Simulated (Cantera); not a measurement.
A closed system holds: 1 mol SiCl₄, 46 mol NH₃, equilibrated at 1523.15 K and 2.20 mbar.

Cantera equilibrium calculation (NASA polynomials, part measured and part estimated; ideal gas, pure solids and liquids). Candidate condensed phases: NH₄Cl, Si, Si₃N₄; 28 gas species. Equilibrium is a limit: real reactors are often held back by kinetics, nucleation or transport.

Base state: H₂ 0.718, N₂ 0.240, HCl 0.0390, SiCl₂ 0.00187, H 0.000418, Cl 1.82e-5 (mole fractions); condensed: Si₃N₄(s).

Q: What changes in the equilibrium state with this change: pressure from 2.20 mbar to 1.20 mbar?

A: 
| species | before | after |
|---|---|---|
| H₂ | 0.718 | 0.719 |
| N₂ | 0.240 | 0.241 |
| HCl | 0.0390 | 0.0375 |
| SiCl₂ | 0.00187 | 0.00259 |
| H | 0.000418 | 0.000567 |
| Cl | 1.82e-5 | 2.37e-5 |
| Si₃N₄(s), mol | 0.275 | 0.252 |

Q: What changes in the equilibrium state with this change: NH₃ from 46 to 3.1 mol?

A: 
```tsv
species	before	after
H₂	0.718	0.449
HCl	0.0390	0.239
N₂	0.240	0.189
SiCl₂	0.00187	0.117
SiCl₄	1.20e-7	0.000455
SiCl₃	8.68e-6	0.00423
SiHCl₃	2.49e-7	9.58e-5
Si₃N₄(s), mol	0.275	0
```
The tables' values for SiCl₃, SiCl are old estimates; treat these amounts as uncertain.
